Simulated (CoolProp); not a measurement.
Vapour-liquid equilibrium of ethylbenzene (1) + p-xylene (2) at 0.138 MPa; x and y are mole fractions of (1).

The numbers come from the multi-fluid Helmholtz-energy mixture model, Zhou 2012 and Zhou 2012; pair parameters Bell 2016 in CoolProp.

```json
[
 {"x": "0.05", "bubble temperature, mixture model (K)": "423.2", "bubble temperature, Raoult's law (K)": "423.3", "y, mixture model": "0.054", "y, Raoult's law": "0.053"},
 {"x": "0.2", "bubble temperature, mixture model (K)": "422.8", "bubble temperature, Raoult's law (K)": "423.0", "y, mixture model": "0.210", "y, Raoult's law": "0.209"},
 {"x": "0.35", "bubble temperature, mixture model (K)": "422.4", "bubble temperature, Raoult's law (K)": "422.6", "y, mixture model": "0.362", "y, Raoult's law": "0.363"},
 {"x": "0.5", "bubble temperature, mixture model (K)": "422.1", "bubble temperature, Raoult's law (K)": "422.3", "y, mixture model": "0.512", "y, Raoult's law": "0.514"},
 {"x": "0.65", "bubble temperature, mixture model (K)": "421.8", "bubble temperature, Raoult's law (K)": "422.0", "y, mixture model": "0.660", "y, Raoult's law": "0.662"},
 {"x": "0.8", "bubble temperature, mixture model (K)": "421.6", "bubble temperature, Raoult's law (K)": "421.6", "y, mixture model": "0.807", "y, Raoult's law": "0.809"},
 {"x": "0.95", "bubble temperature, mixture model (K)": "421.3", "bubble temperature, Raoult's law (K)": "421.3", "y, mixture model": "0.952", "y, Raoult's law": "0.953"}
]
```

The largest gap from Raoult's law is -0.2 K in bubble temperature, at x = 0.35. No azeotrope shows between x = 0.05 and 0.95.

The pair parameters rest on a limited set of measurements; away from them the model extrapolates.
